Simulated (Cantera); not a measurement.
Input: 1 mol B2H6, 0.17 mol NH3, equilibrated at 2123.15 K and 1.00 Torr.

Equilibrium computed with Cantera from the NASA thermochemical tables; the gas is ideal and each condensed phase is pure. Candidate condensed phases: B, BN; 15 gas species. The feed counts by its element totals alone. The tables' values for BH2 are old estimates; treat these amounts as uncertain. Equilibrium is a limit: real reactors are often held back by kinetics, nucleation or transport.

Base state: H2 0.882, H 0.0924, N2 0.0243, BH2 0.000803, B 0.000688, BH 3.53e-5 (mole fractions); condensed: B(s).

Task: What changes in the equilibrium state with this change: temperature from 2123.15 K to 1025 K?

Result: 
```csv
species,before,after
H2,0.882,1.00
H,0.0924,1.19e-7
BH2,0.000803,7.09e-9
N2,0.0243,<1e-9
B,0.000688,<1e-9
BH,3.53e-5,<1e-9
"B(s), mol",1.99,1.83
"BN(s), mol",0,0.170
```
Mutual solubility and eutectic melting of coexisting phases are not modelled.
